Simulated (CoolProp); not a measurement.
Properties of R11 along the isotherm 215.95 °C.

Values from CoolProp's reference Helmholtz-energy equation of state, Jacobsen 1992.

```tsv
p (bar)	phase	density (kg/m³)	cp (kJ/(kg K))	Joule-Thomson coefficient (K/MPa)	isothermal compressibility (1/MPa)	viscosity (µPa s)	Prandtl number
7.87	gas	28.13	0.7019	10.46	1.348	16.9	0.718
15.7	gas	59.93	0.7339	11.19	0.7280	17.1	0.743
23.6	gas	97.52	0.7834	12.10	0.5349	17.6	0.786
31.5	gas	143.8	0.8676	13.22	0.4606	18.5	0.860
39.4	gas	205.6	1.039	14.59	0.4567	20.3	1.01
47.2	supercritical	302.4	1.531	15.79	0.5619	24.2	1.45
55.1	supercritical	527.5	3.274	12.06	0.7274	39.0	3.60
63	supercritical	730.5	2.079	5.748	0.1936	60.6	3.28
70.8	supercritical	807.3	1.580	3.580	0.08867	72.1	2.84
78.7	supercritical	853.4	1.394	2.598	0.05663	80.1	2.67
86.6	supercritical	886.6	1.293	2.023	0.04145	86.6	2.59
94.4	supercritical	912.4	1.229	1.643	0.03277	92.0	2.54
102	supercritical	933.3	1.185	1.375	0.02723	96.7	2.51
110	supercritical	952.2	1.150	1.160	0.02314	101	2.49
```

The peak of cp marks the crossing from liquid-like to gas-like fluid above the critical point.

Viscosity comes from a separate model (Klein 1997), an estimate that may be off by 10 % or more. Thermal conductivity comes from a separate model (McLinden 2000), an estimate that may be off by 10 % or more.
